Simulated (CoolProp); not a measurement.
Nitrous oxide at 350.69 K and 0.206 MPa is throttled through a valve to 0.136 MPa with no heat exchange. Each further row changes one setting.

Computed with CoolProp (reference Helmholtz-energy equation of state, Lemmon 2006). It is a short technical equation, of lower accuracy than the large ones.

```csv
case,temperature change (K),final density (kg/m³)
as stated,-0.5,…
outlet pressure 0.0408 MPa,-1.2,…
outlet pressure 0.177 MPa,…,…
```

Problem. What belongs in the gaps?

Solution. 
- as stated, final density (kg/m³): 2.06
- outlet pressure 0.0408 MPa, final density (kg/m³): 0.619
- outlet pressure 0.177 MPa, temperature change (K): -0.2
- outlet pressure 0.177 MPa, final density (kg/m³): 2.69
